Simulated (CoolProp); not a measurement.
Vapour-liquid equilibrium of CH2F2 (R32) (1) + methanol (2) at 0.084 MPa; x and y are mole fractions of (1).

The numbers come from the multi-fluid Helmholtz-energy mixture model, Tillner-Roth 1997 and de Reuck 1993; pair parameters Bell 2016 in CoolProp.

```json
[
 {"x": "0.05", "bubble temperature, mixture model (K)": "256.2", "bubble temperature, Raoult's law (K)": "292.4", "y, mixture model": "0.985", "y, Raoult's law": "0.859"},
 {"x": "0.15", "bubble temperature, mixture model (K)": "231.6", "bubble temperature, Raoult's law (K)": "261.5", "y, mixture model": "0.998", "y, Raoult's law": "0.981"},
 {"x": "0.25", "bubble temperature, mixture model (K)": "224.8", "bubble temperature, Raoult's law (K)": "248.1", "y, mixture model": "0.999", "y, Raoult's law": "0.994"},
 {"x": "0.35", "bubble temperature, mixture model (K)": "222.2", "bubble temperature, Raoult's law (K)": "240.0", "y, mixture model": "0.999", "y, Raoult's law": "0.997"},
 {"x": "0.45", "bubble temperature, mixture model (K)": "221.3", "bubble temperature, Raoult's law (K)": "234.2", "y, mixture model": "0.999", "y, Raoult's law": "0.999"},
 {"x": "0.55", "bubble temperature, mixture model (K)": "221.1", "bubble temperature, Raoult's law (K)": "229.9", "y, mixture model": "0.999", "y, Raoult's law": "0.999"},
 {"x": "0.65", "bubble temperature, mixture model (K)": "221.0", "bubble temperature, Raoult's law (K)": "226.4", "y, mixture model": "0.999", "y, Raoult's law": "1.000"},
 {"x": "0.75", "bubble temperature, mixture model (K)": "220.8", "bubble temperature, Raoult's law (K)": "223.5", "y, mixture model": "0.999", "y, Raoult's law": "1.000"},
 {"x": "0.85", "bubble temperature, mixture model (K)": "220.1", "bubble temperature, Raoult's law (K)": "221.0", "y, mixture model": "0.999", "y, Raoult's law": "1.000"},
 {"x": "0.95", "bubble temperature, mixture model (K)": "218.8", "bubble temperature, Raoult's law (K)": "218.9", "y, mixture model": "1.000", "y, Raoult's law": "1.000"}
]
```

The largest gap from Raoult's law is -36.2 K in bubble temperature, at x = 0.05. No azeotrope shows between x = 0.05 and 0.95.

The pair parameters rest on a limited set of measurements; away from them the model extrapolates. With so large a gap from Raoult's law the liquid may split in two, which this calculation doesn't test in full.
